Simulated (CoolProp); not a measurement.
A closed Brayton cycle with carbon dioxide: compressor inlet 332.15 K and 10 MPa, high pressure 31.1 MPa, turbine inlet 840 K, compressor efficiency 0.8, turbine efficiency 0.85, recuperator effectiveness 0.95 (on enthalpy, no pinch check). Each further row changes one setting.

Model: reference Helmholtz-energy equation of state, Span 1996, in CoolProp.

```tsv
case	thermal efficiency (%)	net work (kJ/kg)	compressor to turbine work	compressor exit (K)	turbine exit (K)
as stated	32.4	79.8	0.44	422.7	709.7
turbine inlet 790 K	…	70.0	…	422.7	664.0
compressor inlet 342.15 K	…	…	…	443.1	709.7
high pressure 26.4 MPa	32.4	72.2	0.41	…	727.9
recuperator effectiveness 0.5	…	79.8	0.44	422.7	709.7
```

Question: Some entries are withheld; supply them.

Answer: 
- turbine inlet 790 K, thermal efficiency (%): 30.0
- turbine inlet 790 K, compressor to turbine work: 0.47
- compressor inlet 342.15 K, thermal efficiency (%): 30.3
- compressor inlet 342.15 K, net work (kJ/kg): 71.2
- compressor inlet 342.15 K, compressor to turbine work: 0.50
- high pressure 26.4 MPa, compressor exit (K): 409.1
- recuperator effectiveness 0.5, thermal efficiency (%): 20.1
